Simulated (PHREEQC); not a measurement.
1.5 g of hydrous ferric oxide (600 m²/g; 0.2 weak and 0.005 strong sites per Fe, Dzombak-Morel constants, diffuse double layer) in 1 kg of water with 0.005 mol/kgw of an inert sodium salt and 9.3e-05 mol/kgw NiCl2, 0.00011 mol/kgw CaCl2 and 1.3e-05 mol/kgw MnCl2, at 25 °C; the pH is set by adding NaOH or the inert anion's acid. The system is closed to oxygen. The system is closed to CO2. Precipitation was switched off in this run.

All values are PHREEQC results (ion-association model, wateq4f.dat), not measurements.

Question: Predict surface charge σ (C/m²), surface potential ψ (mV) at pH = 4, 5.5, 6.5, 9.5, 10.

Answer: 
| pH | surface charge σ (C/m²) | surface potential ψ (mV) |
|---|---|---|
| 4 | 0.195 | 190 |
| 5.5 | 0.064 | 136 |
| 6.5 | 0.025 | 90 |
| 9.5 | -0.016 | -69 |
| 10 | -0.027 | -95 |

Complexes and solids missing from the database can't appear.
